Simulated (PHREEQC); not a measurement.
## Nickel, zinc or cadmium bath (model solution)

Make-up at 25 °C: 0.14 mol ZnCl2 and 0.037 mol H3BO3 per kg of water. Closed to the air; pH follows from the charge balance.

Computed with PHREEQC (ion-association model, phreeqc.dat).

Precipitation was switched off in this run.

Question: Predict the pH, activity of water.

Answer: pH 4.89; activity of water 0.993.

Question: In which forms is Zn present?

Answer: Zn+2 84 %, ZnCl+ 14 %, ZnCl2 1.5 % of the Zn.

Complexes and solids missing from the database can't appear.
